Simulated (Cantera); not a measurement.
Input: 1 mol Si3N4, 0.16 mol CO2, 15 mol N2, held at 777 °C and 0.975 Torr.

These are equilibrium values from Cantera (NASA tables, ideal gas, pure condensed phases), not measurements of a reactor. Mutual solubility and eutectic melting of coexisting phases are not modelled. Rates play no part.

```
species            before     after
----------------  -------  --------
N2                   1.00     1.000
CO                9.18e-8  0.000323
SiO                 <1e-9   4.47e-5
C(graphite), mol    0.160         0
Si2N2O(s), mol      0.320     0.314
Si3N4(s), mol       0.787     0.738
SiC(s), mol             0     0.155
```
Gas species are given as mole fractions.

Q: What was changed between the two runs?
A) temperature from 777 °C to 1177 °C
B) CO2 from 0.16 to 0.99 mol
C) temperature from 777 °C to 1427 °C
D) temperature from 777 °C to 1375 °C

A: A, temperature from 777 °C to 1177 °C
